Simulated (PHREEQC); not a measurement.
A column of 0.2 m (30 cells, dispersivity 0.01 m, 3600 s a shift, diffusion coefficient 3e-10 m²/s) holds 0.027 eq of the database's cation exchanger X per kg of pore water, first in equilibrium with 35 mmol/kgw KBr, 93 mmol/kgw Na2SO4 and 0.01 mmol/kgw HCl. It is flushed with 0.0005 mol KCl, 0.0086 mol ZnSO4 and 1e-05 mol HCl per kg of water, at 25 °C. Values are for the last cell. No CO2 enters from the air. No solid was allowed to form.

Base run: PHREEQC, ion-association model, phreeqc.dat. Each further column changes one thing. The table gives K in solution (mol/kgw).

```csv
pore volumes,base,exchange capacity from 0.027 to 0.013 eq/kgw,dispersivity from 0.01 to 0.02 m
0,0.0350,0.0350,0.0350
0.4167,0.0349,0.0349,0.0341
1.017,0.0170,0.0180,0.0172
1.617,0.00667,0.00762,0.00931
2.017,0.0109,0.00309,0.00938
2.417,0.00858,0.00125,0.00649
3.017,0.00212,0.000604,0.00285
3.617,0.000824,0.000514,0.00137
4.017,0.000611,0.000503,0.000952
4.417,0.000538,0.000501,0.000734
5.017,0.000508,0.000500,0.000587
5.617,0.000502,0.000500,0.000533
6.017,0.000501,0.000500,0.000517
```
